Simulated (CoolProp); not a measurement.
Vapour-liquid equilibrium of dimethyl ether (1) + R227EA (2) at 229.6 K; x and y are mole fractions of (1).

Model: multi-fluid Helmholtz-energy mixture model, Wu 2011 and Lemmon 2016; pair parameters Bell 2016, in CoolProp.

Q: Give the bubble pressure and the first vapour's composition at x = 0.35, 0.5, 0.95. Is there an azeotrope?

A: x = 0.35: 0.2110 bar, y = 0.388; x = 0.5: 0.2378 bar, y = 0.663; x = 0.95: 0.3974 bar, y = 0.988. y crosses x between x = 0.2 and 0.35: the model has an azeotrope there.

The pair parameters rest on a limited set of measurements; away from them the model extrapolates.
